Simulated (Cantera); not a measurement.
Input: 1 mol SiH2Cl2, 0.49 mol HCl, 89 mol N2, at 1330 Pa.

Cantera equilibrium calculation (NASA polynomials, part measured and part estimated; ideal gas, pure solids and liquids). Candidate condensed phases: NH4Cl, Si, Si3N4; 28 gas species. N2 is the only nitrogen source here; it is nearly inert below about 1500 K, so the nitride shown seldom forms there in practice. The tables' values for SiCl3 are old estimates; treat these amounts as uncertain. Rates play no part. All values below are at 875 °C.

Base state: N2 0.974, HCl 0.0219, H2 0.00275, SiCl4 0.00133, SiCl3 5.02e-5, SiCl2 2.10e-5 (mole fractions); condensed: Si3N4(s).

Problem. What changes in the equilibrium state with this change: N2 from 89 to 3.6 mol?

Solution. 
```csv
species,before,after
N2,0.974,0.580
HCl,0.0219,0.281
H2,0.00275,0.0923
SiCl4,0.00133,0.0453
SiHCl3,3.35e-6,0.000298
SiCl3,5.02e-5,0.000773
"Si3N4(s), mol",0.291,0.250
```
